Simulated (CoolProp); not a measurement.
Vapour-liquid equilibrium of dimethyl ether (1) + n-hexane (2) at 59.75 °C; x and y are mole fractions of (1).

Values from CoolProp's multi-fluid Helmholtz-energy mixture model, Wu 2011 and Thol 2019; pair parameters Bell 2016.

| x | bubble pressure, mixture model (bar) | bubble pressure, Raoult's law (bar) | y, mixture model | y, Raoult's law |
|---|---|---|---|---|
| 0.05 | ___ | 1.440 | 0.517 | 0.500 |
| 0.125 | 2.713 | 2.463 | ___ | 0.731 |
| 0.2 | ___ | 3.485 | 0.821 | 0.826 |
| 0.275 | 4.934 | 4.508 | 0.866 | 0.878 |
| 0.35 | 5.959 | 5.531 | 0.895 | 0.911 |
| 0.425 | 6.929 | 6.554 | ___ | 0.934 |
| 0.5 | 7.853 | 7.577 | ___ | 0.950 |
| 0.575 | 8.749 | 8.600 | 0.942 | 0.963 |
| 0.65 | 9.638 | 9.623 | 0.953 | 0.972 |
| 0.725 | ___ | 10.65 | 0.963 | 0.980 |
| 0.8 | 11.49 | 11.67 | 0.973 | 0.987 |
| 0.875 | 12.50 | 12.69 | 0.983 | 0.993 |
| 0.95 | 13.60 | 13.71 | 0.993 | 0.997 |

**Question.** Some entries are withheld; supply them.

**Answer.** 
- 0.05, bubble pressure, mixture model (bar): 1.542
- 0.125, y, mixture model: 0.735
- 0.2, bubble pressure, mixture model (bar): 3.850
- 0.425, y, mixture model: 0.915
- 0.5, y, mixture model: 0.930
- 0.725, bubble pressure, mixture model (bar): 10.54

The largest gap from Raoult's law is +10.5 % in bubble pressure, at x = 0.2. No azeotrope shows between x = 0.05 and 0.95.

The pair parameters rest on a limited set of measurements; away from them the model extrapolates. The gap from Raoult's law changes sign with composition, which may be real or a fault of the pair parameters; it wasn't checked against measurements.
